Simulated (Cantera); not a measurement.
Input: 1 mol C2F6, a varied amount of H2, at 1425 K and 0.133 bar.

These are equilibrium values from Cantera (NASA tables, ideal gas, pure condensed phases), not measurements of a reactor. Candidate condensed phases: C, C6H6, C7H8, C8H18; 95 gas species. The feed counts by its element totals alone. Gases not in the tables: C2F6 and larger saturated fluorocarbons. The numbers say what is thermodynamically allowed, not how fast it happens.

log p: log10 of the partial pressure in bar; n: condensed amount in mol.

| n(H2) (mol) | log p HF | log p H2 | log p CF4 | log p CH4 | n C(graphite) |
|---|---|---|---|---|---|
| 2.3 | -0.91 | -8.18 | -2.03 | <-12 | 1.65 |
| 3 | -0.88 | -5.98 | -6.29 | <-12 | 2.00 |
| 3.9 | -0.94 | -1.76 | <-12 | … | 2.00 |
| 5.2 | -1.01 | -1.45 | <-12 | … | 2.00 |
| 6.7 | -1.08 | -1.29 | <-12 | … | 2.00 |
| 8.8 | -1.17 | -1.18 | <-12 | … | 2.00 |
| 12 | -1.27 | -1.10 | <-12 | … | 2.00 |

Problem. What belongs in the gaps?

Solution. 
- 3.9, log p CH4: -5.94
- 5.2, log p CH4: -5.32
- 6.7, log p CH4: -5.01
- 8.8, log p CH4: -4.79
- 12, log p CH4: -4.62
